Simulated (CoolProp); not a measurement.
A simple Rankine cycle with neopentane: condensing at 306.15 K, boiler at 1.63 MPa, turbine inlet 433 K, turbine efficiency 0.8, pump efficiency 0.6, no recuperator. Each further row changes one setting.

Computed with CoolProp (reference Helmholtz-energy equation of state, Lemmon 2006). It is a short technical equation, of lower accuracy than the large ones.

| case | thermal efficiency (%) | net work (kJ/kg) | heat in (kJ/kg) | turbine exit temperature (K) | volume ratio over the turbine |
|---|---|---|---|---|---|
| as stated | 12.1 | 63.6 | 524 | 389.4 | 8.09 |
| turbine inlet 453 K | 11.9 | 68.3 | 576 | 410.6 | 7.86 |
| condensing temperature 298.15 K | 13.2 | 71.9 | 543 | 384.9 | 10.3 |
| boiler pressure 1.14 MPa | 10.3 | 55.4 | 537 | 399.3 | 5.35 |
| turbine efficiency 0.7 | 10.5 | 55.1 | 524 | 393.3 | 8.18 |
